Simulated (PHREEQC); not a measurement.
Ca(OH)2 is added in steps, without added water, to 1 kg of water holding 0.01 mol/kgw Cu(NO3)2, 0.00069 mol/kgw HBF4 and 0.0011 mol/kgw NaCl, at 25 °C. Oxygen alone is held at its pressure in air (log pO2 = -0.68). No CO2 enters from the air. Solids allowed: Fluorite, Portlandite, Cu(OH)2, Atacamite, Cu2(OH)3NO3, Halite, CuF2:2H2O. Others were left out.

Base run: PHREEQC, ion-association model, wateq4f.dat. Each further column changes one thing. The table gives pH.

```json
[
 {"Ca(OH)2 added (mol)": "0", "base": "2.98", "Cu(NO3)2 from 0.01 to 0.1 mol/kgw": "2.93", "Cu(NO3)2 from 0.01 to 0.05 mol/kgw": "2.95", "HBF4 left out": "4.75", "no solid may form": "2.98"},
 {"Ca(OH)2 added (mol)": "0.001667", "base": "5.01", "Cu(NO3)2 from 0.01 to 0.1 mol/kgw": "4.40", "Cu(NO3)2 from 0.01 to 0.05 mol/kgw": "4.63", "HBF4 left out": "5.26", "no solid may form": "___"},
 {"Ca(OH)2 added (mol)": "0.004167", "base": "5.32", "Cu(NO3)2 from 0.01 to 0.1 mol/kgw": "4.41", "Cu(NO3)2 from 0.01 to 0.05 mol/kgw": "4.65", "HBF4 left out": "5.42", "no solid may form": "6.35"},
 {"Ca(OH)2 added (mol)": "0.005833", "base": "5.45", "Cu(NO3)2 from 0.01 to 0.1 mol/kgw": "4.42", "Cu(NO3)2 from 0.01 to 0.05 mol/kgw": "4.67", "HBF4 left out": "5.63", "no solid may form": "6.81"},
 {"Ca(OH)2 added (mol)": "0.008333", "base": "5.96", "Cu(NO3)2 from 0.01 to 0.1 mol/kgw": "4.43", "Cu(NO3)2 from 0.01 to 0.05 mol/kgw": "4.69", "HBF4 left out": "6.23", "no solid may form": "7.56"},
 {"Ca(OH)2 added (mol)": "0.01", "base": "6.24", "Cu(NO3)2 from 0.01 to 0.1 mol/kgw": "___", "Cu(NO3)2 from 0.01 to 0.05 mol/kgw": "___", "HBF4 left out": "7.73", "no solid may form": "7.96"},
 {"Ca(OH)2 added (mol)": "0.01167", "base": "9.63", "Cu(NO3)2 from 0.01 to 0.1 mol/kgw": "4.45", "Cu(NO3)2 from 0.01 to 0.05 mol/kgw": "4.73", "HBF4 left out": "11.40", "no solid may form": "9.63"},
 {"Ca(OH)2 added (mol)": "0.01417", "base": "11.56", "Cu(NO3)2 from 0.01 to 0.1 mol/kgw": "4.46", "Cu(NO3)2 from 0.01 to 0.05 mol/kgw": "4.75", "HBF4 left out": "11.79", "no solid may form": "11.53"},
 {"Ca(OH)2 added (mol)": "0.01583", "base": "11.78", "Cu(NO3)2 from 0.01 to 0.1 mol/kgw": "4.47", "Cu(NO3)2 from 0.01 to 0.05 mol/kgw": "4.78", "HBF4 left out": "11.93", "no solid may form": "11.75"},
 {"Ca(OH)2 added (mol)": "0.01833", "base": "11.98", "Cu(NO3)2 from 0.01 to 0.1 mol/kgw": "4.48", "Cu(NO3)2 from 0.01 to 0.05 mol/kgw": "4.81", "HBF4 left out": "12.08", "no solid may form": "11.94"},
 {"Ca(OH)2 added (mol)": "0.02", "base": "12.07", "Cu(NO3)2 from 0.01 to 0.1 mol/kgw": "4.49", "Cu(NO3)2 from 0.01 to 0.05 mol/kgw": "4.83", "HBF4 left out": "___", "no solid may form": "12.03"}
]
```

### Question
Fill in the missing entries.

### Answer

- 0.001667, no solid may form: 5.56
- 0.01, Cu(NO3)2 from 0.01 to 0.1 mol/kgw: 4.44
- 0.01, Cu(NO3)2 from 0.01 to 0.05 mol/kgw: 4.71
- 0.02, HBF4 left out: 12.15

Real BF4- forms and hydrolyses slowly; the run takes it at equilibrium. The database's constant for dissolved Cu(OH)2 is higher than later reviews accept. In at least one series the solution becomes supersaturated in solids that the run did not let form, among them Fluorite, Cu(OH)2, Atacamite, Cu2(OH)3NO3. Solids allowed in the column 'HBF4 left out': Portlandite, Cu(OH)2, Atacamite, Cu2(OH)3NO3, Halite.
